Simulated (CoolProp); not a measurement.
C3F8 (R218) along the isobar 12.8 MPa: fugacity coefficient from the reference equation and from simpler models built on Tc = 71.9 °C, pc = 2.640 MPa, ω = 0.317; each cubic takes its own stable root.

Model: reference Helmholtz-energy equation of state, Lemmon 2006, in CoolProp. It is a short technical equation, of lower accuracy than the large ones.

```csv
T (°C),phase,reference
-40.05,liquid,0.01373
-27.35,liquid,0.02299
-14.55,liquid,0.03616
-1.85,liquid,0.05359
10.95,liquid,0.07590
23.65,liquid,0.1029
36.45,liquid,0.1348
49.15,liquid,0.1709
61.95,liquid,0.2112
74.65,supercritical,0.2542
```

Question: How far does each simpler model (van der Waals, Soave-Redlich-Kwong, Peng-Robinson) lie from the reference over these 10 states: mean and median of the absolute difference, and the worst?

Answer: 
- van der Waals: mean 188.7 %, median 124.4 %, worst +573.7 % at -40.05 °C and 12.8 MPa
- Soave-Redlich-Kwong: mean 5.2 %, median 5.3 %, worst +6.4 % at 74.65 °C and 12.8 MPa
- Peng-Robinson: mean 4.6 %, median 4.8 %, worst -5.2 % at -14.55 °C and 12.8 MPa
